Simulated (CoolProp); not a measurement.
Values from CoolProp's reference Helmholtz-energy equation of state, Lemmon 2006. It is a short technical equation, of lower accuracy than the large ones.

**Question.** For n-decane, give the phase and the density (kg/m³), cp (kJ/(kg K)), speed of sound (m/s), fugacity coefficient at 620 K and 1400 kPa; 620 K and 11200 kPa; 620 K and 19600 kPa.

**Answer.** 
- 620 K and 1400 kPa: gas; density 54.7, cp 3.28, speed of sound 135, fugacity coefficient 0.772
- 620 K and 11200 kPa: supercritical; density 482, cp 3.35, speed of sound 443, fugacity coefficient 0.220
- 620 K and 19600 kPa: supercritical; density 518, cp 3.30, speed of sound 576, fugacity coefficient 0.200
